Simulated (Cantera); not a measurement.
Cantera run, input and output.

```python
import numpy as np
import cantera as ct

gas = ct.Solution("h2o2.yaml")
gas.TPX = 673, 530000, {'H2': 1, 'O2': 0.455, 'N2': 1.71}
flame = ct.FreeFlame(gas, width=0.012)
flame.set_refine_criteria(ratio=3, slope=0.08, curve=0.16)
flame.transport_model = "mixture-averaged"
flame.solve(loglevel=0, auto=True)
z, T = flame.grid, flame.T
thick = (T[-1] - T[0]) / np.gradient(T, z).max()
show = ['H2', 'O2', 'H2O2', 'HO2', 'H', 'OH']
print(f"laminar burning velocity  {flame.velocity[0] * 100:.3f} cm/s")
print(f"burnt temperature         {T[-1]:.1f} K")
print(f"thermal thickness         {thick * 1e3:.4f} mm")
print(f"grid points               {len(z)}")
z0 = z[flame.heat_release_rate.argmax()]
print(f"{'z/mm':>9s}{'T/K':>9s}{'u/(m/s)':>9s}" + "".join(f"{s:>11s}" for s in show))
rows = []
for k in (-3, -2, -1.5, -1, -0.5, -0.25, 0, 0.25, 0.5, 1, 2, 4, 8):
    zz = z0 + k * thick
    rows.append([k * thick, np.interp(zz, z, T), np.interp(zz, z, flame.velocity),
                 *(np.interp(zz, z, flame.X[gas.species_index(s)]) for s in show)])
    print(f"{rows[-1][0] * 1e3:9.3f}{rows[-1][1]:9.1f}{rows[-1][2]:9.3f}" + "".join(f"{x:11.3e}" for x in rows[-1][3:]))
```

Output:

```
laminar burning velocity  969.763 cm/s
burnt temperature         2661.3 K
thermal thickness         0.0574 mm
grid points               120
     z/mm      T/K  u/(m/s)         H2         O2       H2O2        HO2          H         OH
   -0.172    673.0    9.698  3.160e-01  1.438e-01  3.861e-14  8.575e-12  1.135e-15  5.309e-16
   -0.115    673.0    9.698  3.160e-01  1.438e-01  3.059e-12  6.463e-10  3.291e-13  1.219e-13
   -0.086    673.0    9.697  3.159e-01  1.438e-01  6.695e-11  1.385e-08  1.599e-11  3.909e-12
   -0.057    673.2    9.696  3.156e-01  1.438e-01  7.053e-09  1.311e-06  1.338e-08  6.850e-10
   -0.029    695.4    9.920  3.078e-01  1.447e-01  6.440e-06  4.032e-04  7.775e-05  3.336e-05
   -0.014    930.7   12.867  2.692e-01  1.395e-01  5.112e-05  7.392e-04  3.705e-03  1.110e-03
    0.000   1407.7   18.782  1.779e-01  1.024e-01  1.828e-05  3.510e-04  2.365e-02  4.379e-03
    0.014   1762.3   23.166  9.706e-02  4.970e-02  4.489e-06  1.491e-04  4.155e-02  1.125e-02
    0.029   1945.8   25.383  6.836e-02  2.664e-02  2.769e-06  7.069e-05  4.230e-02  1.606e-02
    0.057   2128.5   27.483  5.861e-02  1.649e-02  1.682e-06  3.584e-05  3.328e-02  1.880e-02
    0.115   2297.8   29.334  5.450e-02  1.206e-02  1.127e-06  2.047e-05  2.257e-02  1.848e-02
    0.230   2441.9   30.846  4.934e-02  8.371e-03  8.229e-07  1.118e-05  1.426e-02  1.635e-02
    0.459   2548.8   31.933  4.403e-02  5.443e-03  6.158e-07  5.976e-06  8.873e-03  1.345e-02
```

Cantera simulation using the H2/O2 subset of GRI-Mech 3.0, which has no nitrogen chemistry; the numbers are that mechanism's predictions, not measurements. The hydrogen kinetics of GRI-Mech 3.0 are dated; newer H2 mechanisms differ, most at raised pressure. Burning velocities carry a grid error of a few per cent, more on coarse grids.
